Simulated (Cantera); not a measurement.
A perfectly stirred reactor is fed with 4.82 % CH4, 18.6 % O2, 69.9 % N2, 6.75 % CO2, equivalence ratio 0.52, at 500000 Pa; it is adiabatic with a 350 K inlet, and is followed from long to short residence time, starting on the burning branch (τ in s: 0.051, 0.025, 0.013, 0.0062, 0.003, 0.0015, 0.00074, 0.00037, 0.00018, 8.9e-05, 4.4e-05).

Model: GRI-Mech 3.0 (53 species, 325 reactions), integrated in Cantera.

x: mole fraction; the columns are a selection and need not sum to one.

```json
[
 {"τ (s)": "0.051", "T (K)": "1439", "x CH4": "9.82e-5", "x O2": "0.0898", "x HCO": "8.02e-9", "x C2H6": "3.36e-7", "x NO2": "4.02e-8", "x CH3": "7.80e-6", "x C2H4": "1.27e-6"},
 {"τ (s)": "0.025", "T (K)": "1430", "x CH4": "[?]", "x O2": "0.0904", "x HCO": "[?]", "x C2H6": "[?]", "x NO2": "[?]", "x CH3": "[?]", "x C2H4": "[?]"},
 {"τ (s)": "0.013", "T (K)": "1410", "x CH4": "0.000391", "x O2": "0.0918", "x HCO": "3.57e-8", "x C2H6": "2.56e-6", "x NO2": "3.71e-8", "x CH3": "2.05e-5", "x C2H4": "8.00e-6"},
 {"τ (s)": "0.0062", "T (K)": "350", "x CH4": "0.0482", "x O2": "0.186", "x HCO": "<1e-12", "x C2H6": "<1e-12", "x NO2": "<1e-12", "x CH3": "<1e-12", "x C2H4": "<1e-12"},
 {"τ (s)": "0.0030", "T (K)": "350", "x CH4": "0.0482", "x O2": "0.186", "x HCO": "<1e-12", "x C2H6": "<1e-12", "x NO2": "<1e-12", "x CH3": "<1e-12", "x C2H4": "<1e-12"},
 {"τ (s)": "0.0015", "T (K)": "350", "x CH4": "0.0482", "x O2": "0.186", "x HCO": "<1e-12", "x C2H6": "<1e-12", "x NO2": "<1e-12", "x CH3": "<1e-12", "x C2H4": "<1e-12"},
 {"τ (s)": "0.00074", "T (K)": "350", "x CH4": "0.0482", "x O2": "0.186", "x HCO": "<1e-12", "x C2H6": "<1e-12", "x NO2": "<1e-12", "x CH3": "<1e-12", "x C2H4": "<1e-12"},
 {"τ (s)": "0.00037", "T (K)": "350", "x CH4": "0.0482", "x O2": "0.186", "x HCO": "<1e-12", "x C2H6": "<1e-12", "x NO2": "<1e-12", "x CH3": "<1e-12", "x C2H4": "<1e-12"},
 {"τ (s)": "0.00018", "T (K)": "350", "x CH4": "0.0482", "x O2": "0.186", "x HCO": "<1e-12", "x C2H6": "<1e-12", "x NO2": "<1e-12", "x CH3": "<1e-12", "x C2H4": "<1e-12"},
 {"τ (s)": "8.9e-5", "T (K)": "350", "x CH4": "0.0482", "x O2": "0.186", "x HCO": "<1e-12", "x C2H6": "<1e-12", "x NO2": "<1e-12", "x CH3": "<1e-12", "x C2H4": "<1e-12"},
 {"τ (s)": "4.4e-5", "T (K)": "350", "x CH4": "0.0482", "x O2": "0.186", "x HCO": "<1e-12", "x C2H6": "<1e-12", "x NO2": "<1e-12", "x CH3": "<1e-12", "x C2H4": "<1e-12"}
]
```

What belongs in the gaps?


- 0.025, x CH4: 0.000190
- 0.025, x HCO: 1.72e-8
- 0.025, x C2H6: 9.19e-7
- 0.025, x NO2: 4.41e-8
- 0.025, x CH3: 1.30e-5
- 0.025, x C2H4: 3.21e-6
